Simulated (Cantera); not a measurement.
## Reactions in the system C-Ni-S

Cantera with NASA thermochemical tables; ideal gases at 1 bar, condensed phases pure. Values are per mole of reaction as written; species without (g) are pure solids or liquids, kept so even where they would boil at 1 bar.

C + 2 Ni₃S₄ = CS₂(g) + 6 NiS

```csv
T (K),ΔH° (kJ),ΔS° (J/K),ΔG° (kJ),log10 K
300,192.0,177.1,138.8,-24.17
350,191.4,175.4,130.0,-19.40
400,190.6,173.4,121.3,-15.84
450,189.6,170.9,112.7,-13.08
500,188.2,168.0,104.2,-10.89
550,186.4,164.6,95.9,-9.11
600,184.3,160.9,87.7,-7.64
```

Ni₃S₄ = S + 3 NiS

```
T (K)  ΔH° (kJ)  ΔS° (J/K)  ΔG° (kJ)  log10 K        condensed phases
-----  --------  ---------  --------  -------  ----------------------
300        37.5        4.5      36.2    -6.29  Ni₃S₄(s), S(s), NiS(s)
350        37.5        4.4      35.9    -5.36  Ni₃S₄(s), S(s), NiS(s)
400        39.6        9.9      35.6    -4.65  Ni₃S₄(s), S(l), NiS(s)
450        40.0       10.8      35.1    -4.08  Ni₃S₄(s), S(l), NiS(s)
500        40.4       11.7      34.5    -3.61  Ni₃S₄(s), S(l), NiS(s)
550        40.5       12.0      34.0    -3.22  Ni₃S₄(s), S(l), NiS(s)
600        40.4       11.7      33.4    -2.90  Ni₃S₄(s), S(l), NiS(s)
```
